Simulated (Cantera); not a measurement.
An isothermal, constant-pressure homogeneous reactor starts with CO : O2 : H2O : N2 = 0.022 : 0.002 : 0.013 : 1 (molar parts), equivalence ratio 5.5, at 1250 K and 1.01 bar.

Model: GRI-Mech 3.0 (53 species, 325 reactions), integrated in Cantera.

x: mole fraction; the columns are a selection and need not sum to one.

| t (s) | x CO | x O2 | x H2O | x H2 | x H2O2 |
|---|---|---|---|---|---|
| 0.000900 | 0.0212 | 0.00193 | 0.0125 | 7.79e-9 | <1e-12 |
| 0.00168 | 0.0212 | 0.00193 | 0.0125 | 1.14e-7 | 9.59e-12 |
| 0.00313 | 0.0212 | 0.00191 | 0.0125 | 9.95e-6 | 1.22e-9 |
| 0.00585 | [?] | [?] | [?] | [?] | [?] |
| 0.0109 | 0.0129 | [?] | 0.00804 | [?] | [?] |
| 0.0204 | 0.0124 | 1.23e-7 | 0.00752 | 0.00492 | 2.62e-10 |
| 0.0380 | 0.0121 | 2.28e-8 | 0.00730 | 0.00520 | 7.16e-11 |
| 0.0710 | 0.0120 | 5.24e-9 | 0.00718 | 0.00535 | 2.04e-11 |
| 0.132 | 0.0119 | 1.33e-9 | 0.00711 | 0.00543 | 5.83e-12 |
| 0.247 | 0.0119 | 3.52e-10 | 0.00707 | 0.00548 | 1.65e-12 |
| 0.461 | 0.0119 | 9.51e-11 | 0.00704 | 0.00552 | <1e-12 |
| 0.861 | 0.0119 | 2.60e-11 | 0.00702 | 0.00554 | <1e-12 |
| 1.61 | 0.0118 | 7.25e-12 | 0.00701 | 0.00555 | <1e-12 |
| 3.00 | 0.0118 | 2.07e-12 | 0.00700 | 0.00556 | <1e-12 |

### Question
Some entries are withheld; supply them.

### Answer

- 0.00585, x CO: 0.0160
- 0.00585, x O2: 0.000341
- 0.00585, x H2O: 0.0103
- 0.00585, x H2: 0.00154
- 0.00585, x H2O2: 2.31e-8
- 0.0109, x O2: 1.27e-6
- 0.0109, x H2: 0.00424
- 0.0109, x H2O2: 1.20e-9
